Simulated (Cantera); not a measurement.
Pyrogenic steam for wet oxidation

An isothermal, constant-pressure homogeneous reactor starts with 45.8 % H2, 28.7 % O2, 25.5 % N2, equivalence ratio 0.80, at 1175 K and 76000 Pa.

Model: the H2/O2 subset of GRI-Mech 3.0, which has no nitrogen chemistry, integrated in Cantera. The temperature is held fixed by assumption; the heat of reaction is taken as removed at once.

```
t (s)         x H2    x O2     x OH   x H2O2       x H
--------  --------  ------  -------  -------  --------
0.000500   0.00340  0.0758  7.30e-5  1.02e-5   1.23e-5
0.00150    0.00205  0.0753  2.68e-5  5.63e-6   2.82e-6
0.00451   0.000945  0.0748  1.54e-5  1.90e-6   7.84e-7
0.0136    0.000272  0.0745  8.04e-6  2.90e-7   1.26e-7
0.0407     3.67e-5  0.0744  4.85e-6  1.98e-8   1.10e-8
0.122      4.51e-7  0.0743  4.27e-6  2.83e-9  1.36e-10
0.368      1.88e-8  0.0743  4.27e-6  2.69e-9  1.94e-11
1.10       1.88e-8  0.0743  4.28e-6  2.70e-9  1.94e-11
3.32       1.88e-8  0.0743  4.28e-6  2.70e-9  1.94e-11
9.97       1.88e-8  0.0743  4.28e-6  2.70e-9  1.94e-11
30.0       1.88e-8  0.0743  4.28e-6  2.70e-9  1.94e-11
90.0       1.88e-8  0.0743  4.28e-6  2.70e-9  1.94e-11
```
x: mole fraction; the columns are a selection and need not sum to one.

Equilibrium at this temperature and pressure: H2 1.88e-8, O2 0.0743, OH 4.28e-6, H2O2 2.70e-9, H 1.94e-11 (gas phase only).
